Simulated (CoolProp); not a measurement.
Values from CoolProp's reference Helmholtz-energy equation of state, Gao 2022.

Question: For n-perfluoropentane, give the phase and the Z, speed of sound (m/s) at 74.55 °C and 2.31 MPa; 74.55 °C and 4.62 MPa; 74.55 °C and 6.15 MPa.

Answer: 
- 74.55 °C and 2.31 MPa: liquid; Z 0.160, speed of sound 344
- 74.55 °C and 4.62 MPa: liquid; Z 0.314, speed of sound 371
- 74.55 °C and 6.15 MPa: liquid; Z 0.414, speed of sound 387
